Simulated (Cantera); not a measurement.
**Premixed flame**

A freely propagating, adiabatic, planar premixed flame of 9.17 % CH4, 19.1 % O2, 71.8 % N2, unburnt at 575 K and 7500 Torr; mixture-averaged transport, grid criteria slope 0.08 and curve 0.16, no radiation.

Detailed kinetics in Cantera: GRI-Mech 3.0 (53 species, 325 reactions). Burning velocities carry a grid error of a few per cent, more on coarse grids.

```
z (mm)   T (K)  u (m/s)     x CH4    x O2    x N2O    x HCO     x CO2    x NO2
-------  -----  -------  --------  ------  -------  -------  --------  -------
-0.202     576    0.483    0.0915   0.190    <1e-8    <1e-8   2.26e-6    <1e-8
-0.135     583    0.489    0.0909   0.190    <1e-8    <1e-8   3.39e-5  3.61e-8
-0.101     602    0.506    0.0893   0.188    <1e-8    <1e-8  0.000159  1.51e-7
-0.0673    702    0.594    0.0825   0.180  1.43e-8    <1e-8   0.00118  8.18e-7
-0.0336   1136    0.970    0.0550   0.140  1.15e-7  1.61e-7   0.00930  2.01e-6
-0.0168   1550     1.33    0.0287  0.0977  2.63e-7  4.37e-6    0.0212  8.54e-7
0         1958     1.68   0.00522  0.0510  4.89e-7  1.78e-5    0.0399  9.81e-8
0.0168    2139     1.83  0.000166  0.0277  7.53e-7  3.57e-6    0.0579  6.17e-8
0.0336    2215     1.89   2.80e-6  0.0207  9.00e-7  1.43e-7    0.0682  7.45e-8
0.0673    2294     1.94     <1e-8  0.0161  9.15e-7  2.24e-8    0.0761  8.19e-8
0.135     2355     1.99     <1e-8  0.0130  8.07e-7    <1e-8    0.0811  8.29e-8
0.269     2387     2.01     <1e-8  0.0112  6.88e-7    <1e-8    0.0838  8.77e-8
0.538     2396     2.02     <1e-8  0.0107  6.44e-7    <1e-8    0.0847  1.15e-7
```
x: mole fraction of selected species; z is measured from the peak of heat release.

laminar burning velocity: 48.1 cm/s
thermal thickness: 0.0673 mm
peak x(HCO): 1.79e-5
grid points: 139
